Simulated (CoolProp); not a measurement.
Saturated liquid density (kg/m³) of R125: the reference equation beside estimates from Tc = 339.2 K, pc = 3.618 MPa, ω = 0.305. Rackett uses Z = 0.29056 − 0.08775 ω.

The numbers come from the reference Helmholtz-energy equation of state, Lemmon 2005 in CoolProp.

| T (K) | reference | Rackett | van der Waals |
|---|---|---|---|
| 249.3 | 1422 | 1453 | 851.2 |
| 255.1 | 1398 | 1428 | 836.9 |
| 260.9 | 1374 | 1403 | 822.0 |
| 266.7 | 1349 | 1376 | 806.5 |
| 272.5 | 1323 | 1349 | 790.4 |
| 278.3 | 1295 | 1320 | 773.4 |
| 284.1 | 1267 | 1290 | 755.6 |
| 289.9 | 1236 | 1258 | 736.8 |
| 295.7 | 1204 | 1225 | 716.8 |
| 301.5 | 1169 | 1189 | 695.4 |
| 307.3 | 1131 | 1150 | 672.2 |
| 313.1 | 1089 | 1107 | 646.8 |
| 318.9 | 1041 | 1059 | 618.3 |

Absolute difference from the reference over all 13 rows, mean and median: Rackett 1.9 and 1.8 %, van der Waals 40.4 and 40.4 %.
